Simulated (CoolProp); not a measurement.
A simple Rankine cycle with R1336mzz(E): condensing at 292.15 K, boiler at 0.737 MPa, turbine inlet 382.9 K, turbine efficiency 0.6, pump efficiency 0.8, no recuperator. Each further row changes one setting.

The numbers come from the reference Helmholtz-energy equation of state, Akasaka 2023 in CoolProp.

```
case                             thermal efficiency (%)  net work (kJ/kg)  heat in (kJ/kg)  turbine exit temperature (K)  volume ratio over the turbine
-------------------------------  ----------------------  ----------------  ---------------  ----------------------------  -----------------------------
as stated                                           7.0              15.4              219                         357.0                           4.88
turbine inlet 402.9 K                               6.9              16.5              238                         377.2                           4.80
condensing temperature 284.15 K                     8.0              18.4              229                         352.9                           6.60
boiler pressure 0.516 MPa                           5.6              12.3              222                         363.9                           3.34
turbine efficiency 0.5                              5.8              12.7              219                         360.0                           4.93
```
